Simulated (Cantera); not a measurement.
Titanium nitride, carbide and oxide coatings: TiCl4 + CH4 + H2

A closed system holds: 1 mol TiCl4, 4.3 mol CH4, 5.7 mol H2, at 0.0270 bar.

These are equilibrium values from Cantera (NASA tables, ideal gas, pure condensed phases), not measurements of a reactor. Candidate condensed phases: C, C6H6, C7H8, C8H18, Ti, TiC, TiCl2, TiCl3, TiCl4; 96 gas species. The tables' values for TiCl2 are old estimates; treat these amounts as uncertain. TiC: taken at fixed stoichiometry. Equilibrium is a limit: real reactors are often held back by kinetics, nucleation or transport.

From 1000 K to 2200 K the condensed part is C(graphite) + TiC(s).

```
T (K)  log p H2  log p HCl  log p TiCl4  log p H  log p Cl  log p TiCl3  log p C2H2 (acetylene)  log p CH4  n C(graphite)  n TiC(s)
-----  --------  ---------  -----------  -------  --------  -----------  ----------------------  ---------  -------------  --------
1000      -1.64      -2.47        -3.09    -9.47    -10.32        -4.14                  -10.59      -4.31           3.78     0.488
1150      -1.67      -2.27        -3.60    -7.96     -8.61        -4.00                   -9.09      -4.98           3.50     0.790
1300      -1.69      -2.20        -4.36    -6.80     -7.39        -4.16                   -7.93      -5.48           3.37     0.932
1450      -1.69      -2.19        -5.11    -5.87     -6.46        -4.41                   -7.00      -5.86           3.33     0.972
1600      -1.69      -2.18        -5.76    -5.11     -5.71        -4.64                   -6.25      -6.17           3.31     0.985
1750      -1.69      -2.18        -6.30    -4.48     -5.08        -4.83                   -5.63      -6.42           3.31     0.990
1900      -1.69      -2.18        -6.76    -3.95     -4.56        -5.00                   -5.11      -6.64           3.30     0.991
2050      -1.70      -2.19        -7.17    -3.49     -4.12        -5.16                   -4.67      -6.82           3.28     0.991
2200      -1.71      -2.20        -7.54    -3.10     -3.74        -5.31                   -4.30      -6.99           3.25     0.989
```
log p: log10 of the partial pressure in bar; n: condensed amount in mol.
